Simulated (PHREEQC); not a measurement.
A column of 0.2 m (40 cells, dispersivity 0.007 m, 3600 s a shift, diffusion coefficient 3e-10 m²/s) holds 0.0013 eq of the database's cation exchanger X per kg of pore water, first in equilibrium with 0.025 mol/kgw CaCl2, 0.013 mol/kgw NaCl, 0.021 mol/kgw SrCl2 and 1e-05 mol/kgw HCl. It is flushed with 0.00054 mol CuCl2, 0.00052 mol KBr and 1e-05 mol HCl per kg of water, at 40 °C. Values are for the last cell. The system is closed to CO2. Precipitation was switched off in this run.

Base run: PHREEQC, ion-association model, phreeqc.dat. Each further column changes one thing. The table gives Cu in solution (mol/kgw).

| pore volumes | base | exchange capacity from 0.0013 to 0.00065 eq/kgw | dispersivity from 0.007 to 0.014 m |
|---|---|---|---|
| 0 | 0 | 0 | 0 |
| 0.3875 | 7.10e-8 | 7.58e-8 | 2.89e-6 |
| 0.7625 | 9.03e-5 | 9.54e-5 | 0.000144 |
| 1.137 | 0.000290 | 0.000334 | 0.000328 |
| 1.512 | 0.000247 | 0.000340 | 0.000357 |
| 1.887 | 0.000204 | 0.000313 | 0.000310 |
| 2.138 | 0.000233 | 0.000348 | 0.000287 |
| 2.513 | 0.000310 | 0.000424 | 0.000293 |
| 2.888 | 0.000378 | 0.000478 | 0.000332 |
| 3.263 | 0.000428 | 0.000509 | 0.000378 |
| 3.638 | 0.000463 | 0.000525 | 0.000418 |
| 4.013 | 0.000488 | 0.000533 | 0.000450 |

Constants without temperature data keep their 25 °C values here.
